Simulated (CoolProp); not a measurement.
n-butane along the isobar 11.7 MPa: fugacity coefficient from the reference equation and from simpler models built on Tc = 152.0 °C, pc = 3.796 MPa, ω = 0.201; each cubic takes its own stable root.

Computed with CoolProp (reference Helmholtz-energy equation of state, Bücker 2006).

```json
[
 {"T (°C)": "25.45", "phase": "liquid", "reference": "0.03108"},
 {"T (°C)": "48.75", "phase": "liquid", "reference": "0.05677"},
 {"T (°C)": "72.05", "phase": "liquid", "reference": "0.09338"},
 {"T (°C)": "95.25", "phase": "liquid", "reference": "0.1410"},
 {"T (°C)": "118.55", "phase": "liquid", "reference": "0.1993"},
 {"T (°C)": "141.85", "phase": "liquid", "reference": "0.2662"},
 {"T (°C)": "165.15", "phase": "supercritical", "reference": "0.3388"},
 {"T (°C)": "188.35", "phase": "supercritical", "reference": "0.4136"},
 {"T (°C)": "211.65", "phase": "supercritical", "reference": "0.4872"},
 {"T (°C)": "234.95", "phase": "supercritical", "reference": "0.5560"},
 {"T (°C)": "258.25", "phase": "supercritical", "reference": "0.6177"},
 {"T (°C)": "281.45", "phase": "supercritical", "reference": "0.6717"}
]
```

Q: How far does each simpler model (Redlich-Kwong, Soave-Redlich-Kwong) lie from the reference over these 12 states: mean and median of the absolute difference, and the worst?

A: 
- Redlich-Kwong: mean 13.0 %, median 6.3 %, worst +42.3 % at 25.45 °C and 11.7 MPa
- Soave-Redlich-Kwong: mean 5.0 %, median 5.0 %, worst +6.1 % at 118.55 °C and 11.7 MPa
